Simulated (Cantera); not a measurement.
## C3H8 + H2 + N2 (carbon deposition, reforming and gasification)

Charge: 1 mol C3H8, 0.53 mol H2, 2.7 mol N2, held at 13.5 Torr.

Equilibrium computed with Cantera from the NASA thermochemical tables; the gas is ideal and each condensed phase is pure. Candidate condensed phases: C, C6H6, C7H8, C8H18; 92 gas species. Equilibrium is a limit: real reactors are often held back by kinetics, nucleation or transport.

```csv
T (K),log p H2,log p N2,log p H,log p HCN,log p C2H2 (acetylene),log p HNC,log p CH4,log p CN,n C(graphite)
1623,-1.95,-2.17,-5.13,-4.69,-6.41,-6.30,-6.73,-9.98,2.99
1698,-1.95,-2.17,-4.81,-4.50,-6.09,-6.03,-6.86,-9.36,2.99
1773,-1.95,-2.17,-4.52,-4.33,-5.80,-5.78,-6.97,-8.79,2.98
1848,-1.95,-2.18,-4.25,-4.18,-5.54,-5.55,-7.08,-8.27,2.97
1923,-1.95,-2.18,-4.00,-4.03,-5.30,-5.34,-7.19,-7.79,2.96
1998,-1.96,-2.18,-3.77,-3.90,-5.08,-5.15,-7.28,-7.35,2.94
2073,-1.96,-2.18,-3.56,-3.78,-4.87,-4.97,-7.37,-6.94,2.92
```
log p: log10 of the partial pressure in bar; n: condensed amount in mol.

From 1623 K to 2073 K the condensed part is C(graphite). The main C-bearing gas is HCN throughout. The share of C in condensed phases is highest at 1623 K (99.7 %) and lowest at 2073 K (97.3 %).
